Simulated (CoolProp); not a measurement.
Octamethylcyclotetrasiloxane (D4) at several states: density (kg/m³) from the reference equation and from simpler models built on Tc = 586.5 K, pc = 1347 kPa, ω = 0.598; each cubic takes its own stable root.

Computed with CoolProp (reference Helmholtz-energy equation of state, Thol 2015).

| T (K) | p (kPa) | phase | reference | Redlich-Kwong | Soave-Redlich-Kwong |
|---|---|---|---|---|---|
| 415.6 | 1430 | liquid | 815.3 | 687.4 | 744.2 |
| 332.8 | 13.6 | liquid | 910.9 | ___ | 813.9 |
| 444.2 | 360 | liquid | ___ | 636.3 | 702.1 |
| 470.5 | 30.2 | gas | 2.332 | 2.323 | 2.330 |
| 494.2 | 174 | gas | ___ | 13.59 | 13.79 |

### Question
What belongs in the gaps?

### Answer

- 332.8, Redlich-Kwong: 1.482
- 444.2, reference: 773.3
- 494.2, reference: 13.86

At some of these states Redlich-Kwong gives the other phase, because its saturation line lies elsewhere.
